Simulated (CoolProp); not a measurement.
Properties of hydrogen chloride along the isobar 10.1 MPa (Tc = 324.7 K, pc = 8.314 MPa, ω = 0.130).

Computed with CoolProp (reference Helmholtz-energy equation of state, Thol 2018).

| T (K) | phase | density (kg/m³) | cp (kJ/(kg K)) | cv (kJ/(kg K)) | expansivity (1/kK) |
|---|---|---|---|---|---|
| 294.5 | liquid | 877.5 | 2.080 | 0.8883 | 5.126 |
| 312.8 | liquid | 779.3 | 2.601 | 0.8924 | 8.517 |
| 331.2 | supercritical | 569.9 | 7.353 | 0.9970 | 43.63 |
| 349.5 | supercritical | 235.3 | 3.401 | 0.9331 | 19.17 |
| 367.9 | supercritical | 184.1 | 2.008 | 0.8017 | 9.789 |
| 386.2 | supercritical | 158.7 | 1.563 | 0.7287 | 6.876 |
| 404.5 | supercritical | 142.0 | 1.342 | 0.6833 | 5.424 |
| 422.9 | supercritical | 129.6 | 1.211 | 0.6535 | 4.541 |
| 441.2 | supercritical | 120.0 | 1.126 | 0.6336 | 3.947 |
| 459.6 | supercritical | 112.0 | 1.068 | 0.6200 | 3.512 |
| 477.9 | supercritical | 105.4 | 1.026 | 0.6108 | 3.182 |
| 496.3 | supercritical | 99.64 | 0.9948 | 0.6046 | 2.918 |

The peak of cp marks the crossing from liquid-like to gas-like fluid above the critical point.
